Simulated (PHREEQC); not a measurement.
A PHREEQC speciation (ion-association model, phreeqc.dat) at 35 °C gives pH 1.91 and these molalities:

| species | mol/kgw |
|---|---|
| H+ | 0.0143 |
| SO4-2 | 0.00867 |
| HSO4- | 0.00766 |
| Cu+2 | 0.00347 |
| FeSO4+ | 0.00307 |
| CuSO4 | 0.00163 |
| Fe(SO4)2- | 0.000299 |
| FeHSO4+2 | 0.000177 |
| Fe+3 | 0.000168 |
| FeOH+2 | 8.36e-5 |
| Fe(OH)2+ | 1.90e-6 |
| Fe2(OH)2+4 | 5.62e-7 |

What are the element totals, and what could have been dissolved in 1 kg of water to give them?

This is not unique; one that fits is totals Cu(2) 0.00510, Fe(3) 0.00380, S(6) 0.0218 mol/kgw, from 11 mmol/kgw H2SO4, 5.1 mmol/kgw CuSO4 and 1.9 mmol/kgw Fe2(SO4)3.

Precipitation was switched off in this run. The solution is supersaturated, for example in Hematite (slow to form), Goethite (slow to form), so a real one may precipitate; this is no full list.
